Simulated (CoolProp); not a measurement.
1000 sccm (0 °C, 1 atm) of nitrogen bubbles through liquid decamethyltetrasiloxane (MD2M) at 325.3 K and leaves saturated at a total pressure of 0.00575 MPa (ideal gas phase). Each further row changes one setting.

Computed with CoolProp (reference Helmholtz-energy equation of state, Thol 2017).

```csv
case,vapour pressure (kPa),mole fraction of vapour,delivery (mg/min),delivery (sccm),change of delivery for a bath 1 K warmer (%)
as stated,0.364,0.0632,936,67.5,(withheld)
bath temperature 330.3 K,(withheld),0.0863,(withheld),(withheld),(withheld)
total pressure 0.0115 MPa,0.364,0.0316,452,(withheld),6.8
```

### Question
Fill in the missing entries.

### Answer

- as stated, change of delivery for a bath 1 K warmer (%): 7.0
- bath temperature 330.3 K, vapour pressure (kPa): 0.496
- bath temperature 330.3 K, delivery (mg/min): 1310
- bath temperature 330.3 K, delivery (sccm): 94.5
- bath temperature 330.3 K, change of delivery for a bath 1 K warmer (%): 6.9
- total pressure 0.0115 MPa, delivery (sccm): 32.6
